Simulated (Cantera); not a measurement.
Input (Python, Cantera) and output of one run.

```python
import numpy as np
import cantera as ct

gas_names = """
    Electron C C+ C- CH CH+ CH2 CH3 CH2OH CH3O CH4 CH3OH CO CO+ CO2 CO2+ COOH C2 C2+ C2- C2H CHCO,ketyl
    C2H2,acetylene C2H2,vinylidene CH2CO,ketene C2H3,vinyl CH3CO,acetyl C2H4 C2H4O,ethylen
    CH3CHO,ethanal CH3COOH (HCOOH)2 C2H5 C2H6 CH3OCH3 C2H5OH C2O C3 C3H3,propargyl C3H4,allene
    C3H4,propyne C3H4,cyclo- C3H5,allyl C3H6,propylene C3H6,cyclo- C3H6O C3H7,n-propyl C3H7,i-propyl
    C3H8 C3H8O,1propanol C3H8O,2propanol C3O2 C4 C4H2 C4H4,1,3-cyclo- C4H6,butadiene C4H6,2-butyne
    C4H6,cyclo- C4H8,1-butene C4H8,cis2-buten C4H8,tr2-butene C4H8,isobutene C4H8,cyclo- (CH3COOH)2
    C4H9,n-butyl C4H9,i-butyl C4H9,s-butyl C4H9,t-butyl C4H10,isobutane C4H10,n-butane C5 C5H6,1,3cyclo-
    C5H8,cyclo- C5H10,1-pentene C5H10,cyclo- C5H11,pentyl C5H11,t-pentyl C5H12,n-pentane C5H12,i-pentane
    CH3C(CH3)2CH3 C6H2 C6H5,phenyl C6H5O,phenoxy C6H6 C6H5OH,phenol C6H10,cyclo- C6H12,1-hexene
    C6H12,cyclo- C6H13,n-hexyl C7H7,benzyl C7H8 C7H8O,cresol C7H14,1-heptene C7H15,n-heptyl
    C7H16,n-heptane C8H8,styrene C8H10,ethylbenz C8H16,1-octene C8H17,n-octyl C8H18,isooctane
    C8H18,n-octane C9H19,n-nonyl C10H8,naphthale C10H21,n-decyl C12H9,o-bipheny C12H10,bipheny H H+ H-
    HCO HCO+ HO2 H2 H2+ H2- HCHO,formaldehy HCOOH H2O H2O+ H2O2 H3O+ O O+ O- OH OH+ OH- O2 O2+ O2- O3
""".split()
cond_names = """
    C(gr) C6H6(L) C7H8(L) C8H18(L),n-octa H2O(s) H2O(L)
""".split()


def load(file, names, dense=False):
    # The tables refer to 1 bar. Condensed volumes are neglected.
    table = {s.name: s for s in ct.Species.list_from_file(file)}
    out = []
    for n in names:
        d = dict(table[n].input_data)
        d["thermo"] = dict(d["thermo"], **{"reference-pressure": 1e5})
        if dense:
            d["equation-of-state"] = {"model": "constant-volume", "density": "1e6 g/cm^3"}
        out.append(ct.Species.from_dict(d))
    return out


gas = ct.Solution(thermo="ideal-gas", species=load("nasa_gas.yaml", gas_names))
cond = {s.name: ct.Solution(thermo="fixed-stoichiometry", species=[s], name=s.name)
        for s in load("nasa_condensed.yaml", cond_names, dense=True)}
atoms = {
    'CO2': {'C': 1, 'O': 2},
    'H2': {'H': 2},
    'O2': {'O': 2},
}
top_T = {'C(gr)': 4500}  # K; cautious upper limits of use, not melting points


def equilibrate(T, P, feed):
    n = {}
    for name, mol in feed.items():
        for a, k in atoms[name].items():
            n[a] = n.get(a, 0.0) + k * mol
    gas.TPX = T, P, n
    mass = sum(n.values()) * gas.mean_molecular_weight
    gas.equilibrate("TP")
    valid = [c for c in cond.values() if c.min_temp <= T <= top_T.get(c.name, c.max_temp)]
    mix = ct.Mixture([(gas, mass / gas.mean_molecular_weight)] + [(c, 0.0) for c in valid])
    mix.T, mix.P = T, P
    mix.equilibrate("TP", solver="vcs", rtol=1e-11, max_steps=5000)
    return mix


results = []
feed = {'CO2': 1, 'H2': 0.069, 'O2': 8.7}  # mol
P = 1333.22  # Pa
for T in [3000, 3250, 3500, 3750, 4000, 4250, 4500, 4750, 5000]:
    mix = equilibrate(T, P, feed)
    results.append((T, P, feed, dict(zip(mix.species_names, mix.species_moles))))

top = {s: max(r[3][s] / sum(r[3][g] for g in gas_names) for r in results) for s in gas_names}
cols = sorted((s for s in top if top[s] > 0.0001), key=lambda s: -top[s])[:7]
seen = [c for c in cond_names if any(r[3].get(c, 0) > 1e-12 for r in results)]
print("log10 of partial pressures in bar; condensed amounts in mol")
print(f"{'T/K':>10s}" + "".join(f"{s[:9]:>10s}" for s in cols + seen))
for T, P, feed, n in results:
    ng = sum(n[g] for g in gas_names)
    print(f"{T:10.4g}" + "".join(f"{np.log10(max(n[s] / ng * P / 1e5, 1e-99)):10.3f}" for s in cols)
          + "".join(f"{n.get(c, 0):10.4g}" for c in seen))
```

Output:

```
log10 of partial pressures in bar; condensed amounts in mol
       T/K         O        O2        CO       CO2         H        OH         C
      3000    -2.115    -2.337    -3.113    -3.803    -4.074    -4.373   -12.644
      3250    -1.973    -2.742    -3.132    -4.389    -4.039    -4.801   -11.336
      3500    -1.923    -3.232    -3.153    -4.966    -4.032    -5.263   -10.146
      3750    -1.908    -3.714    -3.162    -5.483    -4.029    -5.696    -9.075
      4000    -1.904    -4.153    -3.164    -5.939    -4.028    -6.086    -8.124
      4250    -1.902    -4.545    -3.165    -6.342    -4.027    -6.433    -7.280
      4500    -1.902    -4.896    -3.166    -6.699    -4.027    -6.744    -6.527
      4750    -1.901    -5.210    -3.167    -7.019    -4.026    -7.023    -5.853
      5000    -1.901    -5.493    -3.170    -7.309    -4.026    -7.274    -5.247
```

Cantera equilibrium calculation (NASA polynomials, part measured and part estimated; ideal gas, pure solids and liquids).
